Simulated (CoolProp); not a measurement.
Vapour-liquid equilibrium of R125 (1) + dimethyl ether (2) at 4.89 bar; x and y are mole fractions of (1).

Values from CoolProp's multi-fluid Helmholtz-energy mixture model, Lemmon 2005 and Wu 2011; pair parameters Bell 2016.

Problem. Give the bubble temperature and the first vapour's composition at x = 0.125, 0.725, 0.875. Is there an azeotrope?

Solution. x = 0.125: 16.6 °C, y = 0.175; x = 0.725: -0.5 °C, y = 0.881; x = 0.875: -5.8 °C, y = 0.963. No azeotrope shows between x = 0.05 and 0.95.

The pair parameters rest on a limited set of measurements; away from them the model extrapolates.
